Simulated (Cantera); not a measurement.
A closed system holds: 1 mol SiH2Cl2, 5 mol H2, at 1873 K and 11.0 mbar.

Equilibrium computed with Cantera from the NASA thermochemical tables; the gas is ideal and each condensed phase is pure. Candidate condensed phases: Si; 19 gas species. The tables' values for SiCl, SiCl3 are old estimates; treat these amounts as uncertain. Gases not in the tables: Si2H6 and higher silanes. Equilibrium is a limit: real reactors are often held back by kinetics, nucleation or transport.

Base state: H2 0.781, HCl 0.140, SiCl2 0.0707, H 0.00544, Si 0.000802, SiCl 0.000762, Cl 0.000740, SiCl3 0.000437 (mole fractions); condensed: Si(l).

Task: What changes in the equilibrium state with this change: SiH2Cl2 replaced by CH3SiCl3?

Result: 
| species | before | after |
|---|---|---|
| H2 | 0.781 | 0.638 |
| HCl | 0.140 | 0.338 |
| SiCl2 | 0.0707 | 0.0166 |
| C2H2 (acetylene) | 0 | 0.000199 |
| SiH2 | 3.83e-5 | 1.04e-6 |
| SiH | 6.92e-5 | 2.08e-6 |
| Si | 0.000802 | 2.66e-5 |
| SiCl | 0.000762 | 6.73e-5 |
| Si(l), mol | 0.488 | 0 |
| C(graphite), mol | 0 | 0.133 |
| SiC(s), mol | 0 | 0.864 |
The feed counts by its element totals alone. The tables' values for SiCl3, SiCl are old estimates; treat these amounts as uncertain. Further candidate phases: C, C6H6, C7H8, C8H18, SiC.
